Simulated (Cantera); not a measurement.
An adiabatic, constant-pressure homogeneous reactor starts with 39.3 % H2, 12.3 % O2, 46.0 % N2, 2.40 % H2O, equivalence ratio 1.6, at 1050 K and 1.01 bar.

Cantera simulation using GRI-Mech 3.0 (53 species, 325 reactions); the numbers are that mechanism's predictions, not measurements.

One state of this run: T (K) = 2628; x H2 = 0.163; x O2 = 0.000372; x H2O = 0.293; x NO2 = 3.22e-8; x H = 0.0174. x: mole fraction; the columns are a selection and need not sum to one.

Question: Which value of t (s) does it belong to?
(A) 5.92e-5
(B) 0.169
(C) 3.00e-6
(D) 2.19e-5

Answer: B, 0.169
